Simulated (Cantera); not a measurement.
Charge: 1 mol MgO, 2.9 mol CO, held at 100000 Pa.

Cantera equilibrium calculation (NASA polynomials, part measured and part estimated; ideal gas, pure solids and liquids). Candidate condensed phases: C, Mg, MgCO3, MgO; 15 gas species. The numbers say what is thermodynamically allowed, not how fast it happens. All values below are at 1375 K.

Base state: CO 0.998, CO2 0.00222 (mole fractions); condensed: C(graphite) + MgO(s).

What changes in the equilibrium state with this change: MgO replaced by PbO?


| species | before | after |
|---|---|---|
| CO | 0.998 | 0.651 |
| CO2 | 0.00222 | 0.343 |
| Pb | 0 | 0.00656 |
| C(graphite), mol | 0.00641 | 0 |
| MgO(s), mol | 1.00 | 0 |
| Pb(l), mol | 0 | 0.981 |
Further candidate phases: Pb, PbO, PbO2, Pb3O4.
